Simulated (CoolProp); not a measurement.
Saturation properties of CH2F2 (R32) (Tc = 351.3 K, pc = 57.83 bar, ω = 0.277).

Computed with CoolProp (reference Helmholtz-energy equation of state, Tillner-Roth 1997).

```tsv
T (K)	p (bar)	liquid density (kg/m³)	vapour density (kg/m³)	liquid cp (kJ/(kg K))	vapour viscosity (µPa s)	liquid conductivity (mW/(m K))
176	0.04905	1332	0.1754	1.559	7.78	223
188.7	0.1355	1300	0.4545	1.559	8.36	(withheld)
201.3	0.3211	1267	1.018	1.565	8.94	207
213.9	(withheld)	1234	2.047	1.577	9.51	199
226.5	1.299	1199	3.774	1.595	10.1	190
239.2	2.316	1163	6.522	1.621	10.7	181
251.8	3.855	1125	10.62	1.656	11.3	171
264.4	6.083	1085	16.56	1.703	11.9	161
277	9.182	1042	24.97	1.767	(withheld)	151
289.7	13.39	994.9	36.87	1.855	13.2	141
302.3	18.85	943.3	53.44	1.986	14.0	131
314.9	25.86	884.2	77.12	2.201	15.0	120
327.6	34.77	(withheld)	113.0	2.632	(withheld)	108
340.2	45.81	(withheld)	174.1	3.976	19.0	(withheld)
```

Fill in the missing entries.


- 188.7, liquid conductivity (mW/(m K)): 215
- 213.9, p (bar): 0.6771
- 277, vapour viscosity (µPa s): 12.5
- 327.6, liquid density (kg/m³): 811.9
- 327.6, vapour viscosity (µPa s): 16.5
- 340.2, liquid density (kg/m³): 712.8
- 340.2, liquid conductivity (mW/(m K)): 95.9

It boils at 221.5 K under 1 atm.

Viscosity comes from a separate model (Bell 2016), an estimate that may be off by 10 % or more. Thermal conductivity comes from a separate model (Huber 2003), an estimate that may be off by 10 % or more.
